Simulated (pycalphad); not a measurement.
Phase fractions of Al-29.93Si (wt.%)

Computed with pycalphad from the COST 507 light-alloy database (1999), at 1 atm. The data set is of 1999 and partly superseded. Amounts are mole fractions of atoms.

| T (°C) | LIQUID | DIAMOND_A4 | FCC_A1 |
|---|---|---|---|
| 827 | 1.000 | - | - |
| 727 | 0.910 | 0.090 | - |
| 627 | 0.836 | 0.164 | - |
| 527 | - | 0.284 | 0.716 |
| 427 | - | [?] | [?] |
| 327 | - | [?] | [?] |
| 227 | - | 0.291 | 0.709 |

What belongs in the gaps?


- 427, DIAMOND_A4: 0.289
- 427, FCC_A1: 0.711
- 327, DIAMOND_A4: 0.290
- 327, FCC_A1: 0.710

FCC_A1 is fcc; DIAMOND_A4 is diamond (Si).
